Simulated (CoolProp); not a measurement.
Vapour-liquid equilibrium of sulfur hexafluoride (1) + R113 (2) at 254.7 K; x and y are mole fractions of (1).

Values from CoolProp's multi-fluid Helmholtz-energy mixture model, Guder 2009 and Marx 1992; pair parameters Bell 2016.

```tsv
x	bubble pressure, mixture model (MPa)	bubble pressure, Raoult's law (MPa)	y, mixture model	y, Raoult's law
0.05	0.08609	0.04163	0.933	0.870
0.15	0.1348	0.1135	0.957	0.957
0.25	0.1506	0.1854	0.963	0.977
0.35	0.1702	0.2573	0.968	0.986
0.45	0.2034	0.3292	0.976	0.990
0.55	0.2562	0.4010	0.984	0.994
0.65	0.3336	0.4729	0.991	0.996
0.75	0.4370	0.5448	0.996	0.997
0.85	0.5586	0.6167	0.999	0.999
0.95	0.6760	0.6886	1.000	1.000
```

The largest gap from Raoult's law is +106.8 % in bubble pressure, at x = 0.05. No azeotrope shows between x = 0.05 and 0.95.

Pair parameters are fitted to limited data, so mixtures are less certain than the pure fluids. The gap from Raoult's law changes sign with composition, which may be real or a fault of the pair parameters; it wasn't checked against measurements. With so large a gap from Raoult's law the liquid may split in two, which this calculation doesn't test in full.
